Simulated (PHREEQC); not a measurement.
A solution holds 1.6 mmol/kgw CdBr2, at 25 °C. Closed to the air; pH follows from the charge balance.

Computed with PHREEQC (ion-association model, phreeqc.dat).

pH: 6.53
ionic strength: 0.00402 mol/kgw

```json
[
 {"species": "Br-", "molality": "0.00281", "activity": "0.00262", "log γ": "-0.030"},
 {"species": "Cd+2", "molality": "0.00121", "activity": "0.000922", "log γ": "-0.119"},
 {"species": "CdBr+", "molality": "0.000382", "activity": "0.000357", "log γ": "-0.030"},
 {"species": "CdBr2", "molality": "5.01e-6", "activity": "5.02e-6", "log γ": "0.000"},
 {"species": "H+", "molality": "3.16e-7", "activity": "2.96e-7", "log γ": "-0.027"},
 {"species": "CdOH+", "molality": "2.77e-7", "activity": "2.58e-7", "log γ": "-0.030"}
]
```

No solid was allowed to form. Species that the database lacks are ignored.
